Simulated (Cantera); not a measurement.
Input (Python, Cantera) and output of one run.

```python
import numpy as np
import cantera as ct

gas_names = """
    C CN CO CO2 C2 CCN CNC C2N2 C2O C3 C3O2 C4 C4N2 C5 N NCO NO NO2 NO3 N2 N2O O O2 O3 Si SiC SiC2 SiN
    SiO SiO2 Si2 Si2C Si2N Si3
""".split()
cond_names = """
    C(gr) Si(cr) Si(L) SiC(b) SiO2(Lqz) SiO2(hqz) SiO2(L) Si2N2O(s) Si3N4(a)
""".split()


# ... load() reads the species with a 1 bar reference pressure and builds the phases ...
atoms = {
    'Si3N4': {'Si': 3, 'N': 4},
    'CO2': {'C': 1, 'O': 2},
    'N2': {'N': 2},
}
top_T = {'C(gr)': 4500, 'SiC(b)': 3050, 'Si2N2O(s)': 2100, 'Si3N4(a)': 2400}  # K; cautious upper limits of use, not melting points


# ... equilibrate(T, P, feed) seeds the gas with the atoms and calls Mixture.equilibrate('TP', solver="vcs", rtol=1e-11, max_steps=5000) ...
results = []
feed = {'Si3N4': 1, 'CO2': 0.26, 'N2': 92}  # mol
T = 1248  # K
P = 0.8  # Pa
mix = equilibrate(T, P, feed)
results.append((T, P, feed, dict(zip(mix.species_names, mix.species_moles))))
print(gas.report(threshold=0.0001))
for i in range(1, mix.n_phases):
    print(f"{mix.phase(i).name:16s} {mix.phase_moles(i):12.5e} mol")
```

Result:

```
       temperature   1248 K
          pressure   0.8 Pa
           density   2.1598e-06 kg/m^3
  mean mol. weight   28.014 kg/kmol
   phase of matter   gas

                          1 kg             1 kmol
                     ---------------   ---------------
          enthalpy        1.0606e+06        2.9713e+07  J
   internal energy        6.9024e+05        1.9337e+07  J
           entropy             11891        3.3313e+05  J/K
    Gibbs function        -1.378e+07       -3.8603e+08  J
 heat capacity c_p              1208             33842  J/K
 heat capacity c_v            911.23             25527  J/K

                      mass frac. Y      mole frac. X     chem. pot. / RT
                     ---------------   ---------------   ---------------
                N2           0.99993           0.99994           -37.202
     [  +33 minor]        6.6375e-05        5.6997e-05

C(gr)             0.00000e+00 mol
Si(cr)            0.00000e+00 mol
SiC(b)            2.56253e-01 mol
SiO2(hqz)         0.00000e+00 mol
Si2N2O(s)         5.14742e-01 mol
Si3N4(a)          5.70916e-01 mol
```

Cantera equilibrium calculation (NASA polynomials, part measured and part estimated; ideal gas, pure solids and liquids). Mutual solubility and eutectic melting of coexisting phases are not modelled.
